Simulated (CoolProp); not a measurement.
The numbers come from the reference Helmholtz-energy equation of state, Smukala 2000 in CoolProp.

Q: Give the vapour pressure (MPa), liquid density (kg/m³), vapour density (kg/m³) of saturated ethylene at 4.65 °C.

A: 
```csv
T (°C),p (MPa),liquid density (kg/m³),vapour density (kg/m³)
4.65,4.55,312,122
```
